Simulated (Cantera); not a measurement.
**Abatement and gas-phase synthesis: CS₂ + SO₂ + O₂**

Charge: 1 mol CS₂, 0.91 mol SO₂, 0.4 mol O₂, at 0.890 bar.

Equilibrium computed with Cantera from the NASA thermochemical tables; the gas is ideal and each condensed phase is pure. Candidate condensed phases: C, S; 35 gas species. Ions and electrons are included (thermal ionisation). The numbers say what is thermodynamically allowed, not how fast it happens.

From 1727 °C to 4727 °C nothing is condensed. The main C-bearing gas is CO throughout.

```
T (°C)      x S     x S₂   x CO       x O    x SO     x SO₂     x CO₂
------  -------  -------  -----  --------  ------  --------  --------
1727    0.00211    0.393  0.219   6.28e-7  0.0355     0.200     0.138
1977    0.00866    0.358  0.261   1.17e-5  0.0772     0.197    0.0876
2227     0.0261    0.317  0.282  0.000118   0.135     0.175    0.0554
2477     0.0622    0.265  0.289  0.000752   0.198     0.143    0.0355
2727      0.121    0.204  0.284   0.00343   0.250     0.108    0.0231
2977      0.198    0.141  0.273    0.0122   0.279    0.0769    0.0155
3227      0.277   0.0866  0.257    0.0356   0.276    0.0505    0.0105
3477      0.349   0.0502  0.239    0.0828   0.237    0.0278   0.00679
3727      0.411   0.0288  0.219     0.148   0.169    0.0115   0.00388
3977      0.458   0.0164  0.203     0.207   0.102   0.00363   0.00199
4227      0.489  0.00934  0.193     0.247  0.0558  0.000974  0.000989
4477      0.506  0.00537  0.187     0.269  0.0295  0.000254  0.000501
4727      0.515  0.00317  0.184     0.280  0.0158   6.95e-5  0.000265
```
x: gas mole fraction; nothing condenses.
